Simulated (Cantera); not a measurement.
A perfectly stirred reactor is fed with H2 : O2 = 0.012 : 1 (molar parts), equivalence ratio 0.0060, at 0.00711 atm; it is held at 1025 K, and followed from long to short residence time.

Cantera simulation using GRI-Mech 3.0 (53 species, 325 reactions); the numbers are that mechanism's predictions, not measurements. Radical loss at walls, strong at low pressure, is not modelled.

```tsv
quantity	before	after
x(H2) at τ = 0.640 s	0.000215	9.76e-5
x(O2) at τ = 0.640 s	0.985	0.983
x(H2O) at τ = 0.640 s	0.0114	0.0114
x(O) at τ = 0.640 s	0.00274	0.00480
x(H2O2) at τ = 0.640 s	1.96e-8	1.34e-8
x(H2) at τ = 36.0 ms	0.00143	0.000711
x(O2) at τ = 36.0 ms	0.981	0.979
x(H2O) at τ = 36.0 ms	0.00941	0.0101
x(O) at τ = 36.0 ms	0.00571	0.00818
x(H2O2) at τ = 36.0 ms	4.87e-8	2.59e-8
```

Question: Which change was made?
A. pressure from 0.00711 atm to 0.0263 atm
B. H2 0.012 to 0.082 parts
C. O2 1 to 0.12 parts
D. temperature 1025 to 1173 K

Answer: D, temperature 1025 to 1173 K
